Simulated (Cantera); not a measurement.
A perfectly stirred reactor is fed with N₂O : H₂O = 1 : 0.022 (molar parts), at 20.0 Torr; it is held at 1400 K, and followed from long to short residence time.

Computed with Cantera and GRI-Mech 3.0 (53 species, 325 reactions). GRI-Mech 3.0 was tuned for natural gas; its chemistry of N2O as a main component is partial and can be far from experiment. Radical loss at walls, strong at low pressure, is not modelled. The temperature is held fixed by assumption; the heat of reaction is taken as removed at once.

Problem. What does this change do: pressure from 20.0 Torr to 750 Torr?

Solution. 
```
quantity                before    after
---------------------  -------  -------
x(N₂O) at τ = 0.460 s    0.743    0.106
x(H₂O) at τ = 0.460 s   0.0198   0.0152
x(OH) at τ = 0.460 s   9.43e-5  5.91e-5
x(NO) at τ = 0.460 s    0.0269   0.0646
x(O) at τ = 0.460 s    2.49e-5  1.10e-5
x(N₂O) at τ = 45.0 ms    0.949    0.488
x(H₂O) at τ = 45.0 ms   0.0213   0.0179
x(OH) at τ = 45.0 ms   7.21e-5  8.28e-5
x(NO) at τ = 45.0 ms   0.00340   0.0511
x(O) at τ = 45.0 ms    2.62e-5  1.95e-5
```

Problem. What does this change do: temperature 1400 to 1325 K?

Solution. 
| quantity | before | after |
|---|---|---|
| x(N₂O) at τ = 0.460 s | 0.743 | 0.884 |
| x(H₂O) at τ = 0.460 s | 0.0198 | 0.0208 |
| x(OH) at τ = 0.460 s | 9.43e-5 | 4.78e-5 |
| x(NO) at τ = 0.460 s | 0.0269 | 0.00861 |
| x(O) at τ = 0.460 s | 2.49e-5 | 1.04e-5 |
| x(N₂O) at τ = 45.0 ms | 0.949 | 0.968 |
| x(H₂O) at τ = 45.0 ms | 0.0213 | 0.0214 |
| x(OH) at τ = 45.0 ms | 7.21e-5 | 3.12e-5 |
| x(NO) at τ = 45.0 ms | 0.00340 | 0.000935 |
| x(O) at τ = 45.0 ms | 2.62e-5 | 1.10e-5 |
The mechanism lacks the step 2 NO + O2 → 2 NO2, which can matter for NO2 below about 1400 K.

Problem. What does this change do: temperature 1400 to 1175 K?

Solution. 
```csv
quantity,before,after
x(N₂O) at τ = 0.460 s,0.743,0.971
x(H₂O) at τ = 0.460 s,0.0198,0.0215
x(OH) at τ = 0.460 s,9.43e-5,6.79e-6
x(NO) at τ = 0.460 s,0.0269,0.000362
x(O) at τ = 0.460 s,2.49e-5,1.30e-6
x(N₂O) at τ = 45.0 ms,0.949,0.978
x(H₂O) at τ = 45.0 ms,0.0213,0.0215
x(OH) at τ = 45.0 ms,7.21e-5,3.01e-6
x(NO) at τ = 45.0 ms,0.00340,4.25e-5
x(O) at τ = 45.0 ms,2.62e-5,1.32e-6
```
The mechanism lacks the step 2 NO + O2 → 2 NO2, which can matter for NO2 below about 1400 K.
